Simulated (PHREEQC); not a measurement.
# Metal-bearing waste water

Consider water at 25 °C with 0.042 mol FeSO4, 0.00028 mol CuCl2, 0.00012 mol H2SO4 and 0.24 mol NaCl per kg of water. Closed to the air; pH follows from the charge balance.

All values are PHREEQC results (ion-association model, phreeqc.dat), not measurements.

No solid was allowed to form.

Task: What pH does the model give?

Result: pH 3.96.

Task: In which forms is Cu present?

Result: Cu+2 66 %, CuSO4 21 %, CuCl+ 12 %, CuCl2 0.6 % of the Cu.

Species that the database lacks are ignored.
